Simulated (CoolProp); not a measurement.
Vapour-liquid equilibrium of toluene (1) + o-xylene (2) at 1.98 kPa; x and y are mole fractions of (1).

Computed with CoolProp (multi-fluid Helmholtz-energy mixture model, Lemmon 2006 and Zhou 2012; pair parameters Bell 2016).

### Question
Give the bubble temperature and the first vapour's composition at x = 0.125, 0.275, 0.8. Is there an azeotrope?

### Answer
x = 0.125: 306.6 K, y = 0.361; x = 0.275: 301.0 K, y = 0.615; x = 0.8: 289.0 K, y = 0.947. No azeotrope shows between x = 0.05 and 0.95.

Pair parameters are fitted to limited data, so mixtures are less certain than the pure fluids.
